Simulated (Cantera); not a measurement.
A closed system holds: 1 mol SiHCl₃, 47 mol H₂, at 0.100 bar.

Points: T (K) = 975, 1000, 1025, 1050, 1075, 1100, 1125, 1150, 1175.

Cantera's Mixture.equilibrate('TP', solver="vcs", rtol=1e-11, max_steps=5000) on the NASA tables stopped like this:

```
ERROR: FAILURE its = 5001!

*******************************************************************************
CanteraError thrown by MultiPhase::equilibrate:
VCS solver failed. Return code: -1
*******************************************************************************
```

Q: What got this run through?

A: Several could match; the one computed here: The failure is numerical, not chemical. The same input converged with solver="gibbs", rtol=1e-10, max_steps=50000, and the result passed a check of the equilibrium conditions:
```
T = 975 K  P = 10000 Pa  gas = 48.3 mol
   x: H2 9.759e-01  HCL 9.321e-03  SiCL4 8.835e-03  SiHCL3 5.288e-03  SiH2CL2 3.314e-04  SiCL3 2.118e-04  SiCL2 1.437e-04  SiH3CL 5.248e-06
   condensed (mol): Si(cr) 0.2845
T = 1000 K  P = 10000 Pa  gas = 48.33 mol
   x: H2 9.743e-01  HCL 1.143e-02  SiCL4 8.392e-03  SiHCL3 5.041e-03  SiH2CL2 3.267e-04  SiCL3 2.810e-04  SiCL2 2.278e-04  SiH3CL 5.404e-06
   condensed (mol): Si(cr) 0.3102
T = 1025 K  P = 10000 Pa  gas = 48.36 mol
   x: H2 9.725e-01  HCL 1.382e-02  SiCL4 7.872e-03  SiHCL3 4.762e-03  SiCL3 3.635e-04  SiCL2 3.503e-04  SiH2CL2 3.196e-04  SiH3CL 5.533e-06
   condensed (mol): Si(cr) 0.3387
T = 1050 K  P = 10000 Pa  gas = 48.41 mol
   x: H2 9.705e-01  HCL 1.648e-02  SiCL4 7.276e-03  SiHCL3 4.450e-03  SiCL2 5.227e-04  SiCL3 4.582e-04  SiH2CL2 3.102e-04  SiH3CL 5.630e-06
   condensed (mol): Si(cr) 0.3696
T = 1075 K  P = 10000 Pa  gas = 48.45 mol
   x: H2 9.683e-01  HCL 1.937e-02  SiCL4 6.607e-03  SiHCL3 4.104e-03  SiCL2 7.570e-04  SiCL3 5.621e-04  SiH2CL2 2.981e-04  SiH3CL 5.690e-06
   condensed (mol): Si(cr) 0.4024
T = 1100 K  P = 10000 Pa  gas = 48.5 mol
   x: H2 9.659e-01  HCL 2.246e-02  SiCL4 5.875e-03  SiHCL3 3.726e-03  SiCL2 1.064e-03  SiCL3 6.701e-04  SiH2CL2 2.833e-04  SiH3CL 5.709e-06
   condensed (mol): Si(cr) 0.4362
T = 1125 K  P = 10000 Pa  gas = 48.56 mol
   x: H2 9.634e-01  HCL 2.567e-02  SiCL4 5.096e-03  SiHCL3 3.322e-03  SiCL2 1.449e-03  SiCL3 7.747e-04  SiH2CL2 2.657e-04  SiH3CL 5.682e-06
   condensed (mol): Si(cr) 0.4701
T = 1150 K  P = 10000 Pa  gas = 48.62 mol
   x: H2 9.609e-01  HCL 2.891e-02  SiCL4 4.294e-03  SiHCL3 2.898e-03  SiCL2 1.914e-03  SiCL3 8.668e-04  SiH2CL2 2.455e-04  SiH3CL 5.605e-06
   condensed (mol): Si(cr) 0.5029
T = 1175 K  P = 10000 Pa  gas = 48.68 mol
   x: H2 9.584e-01  HCL 3.206e-02  SiCL4 3.502e-03  SiHCL3 2.468e-03  SiCL2 2.447e-03  SiCL3 9.365e-04  SiH2CL2 2.231e-04  SiH3CL 5.476e-06
   condensed (mol): Si(cr) 0.5336
```

The gas is ideal and each condensed phase is pure. The tables' values for SiCl3 are old estimates; treat these amounts as uncertain.
